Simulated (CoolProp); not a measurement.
Octamethylcyclotetrasiloxane (D4) along the isobar 101 kPa: density (kg/m³) from the reference equation and from simpler models built on Tc = 586.5 K, pc = 1347 kPa, ω = 0.598; each cubic takes its own stable root.

The numbers come from the reference Helmholtz-energy equation of state, Thol 2015 in CoolProp.

```csv
T (K),phase,reference
320.9,liquid,924.8
358.3,liquid,881.1
395.7,liquid,835.7
433.1,liquid,787.2
470.5,gas,8.178
507.8,gas,7.446
545.2,gas,6.854
582.6,gas,6.360
620,gas,5.940
```

Problem. How far does each simpler model (van der Waals, Redlich-Kwong, Soave-Redlich-Kwong, Peng-Robinson) lie from the reference over these 9 states: mean and median of the absolute difference, and the worst?

Solution. 
- van der Waals: mean 38.4 %, median 2.6 %, worst -98.9 % at 433.1 K and 101 kPa
- Redlich-Kwong: mean 16.8 %, median 1.5 %, worst -98.9 % at 433.1 K and 101 kPa
- Soave-Redlich-Kwong: mean 4.5 %, median 0.4 %, worst -11.0 % at 320.9 K and 101 kPa
- Peng-Robinson: mean 0.8 %, median 0.2 %, worst +2.7 % at 433.1 K and 101 kPa

At some of these states van der Waals, Redlich-Kwong gives the other phase, because its saturation line lies elsewhere.
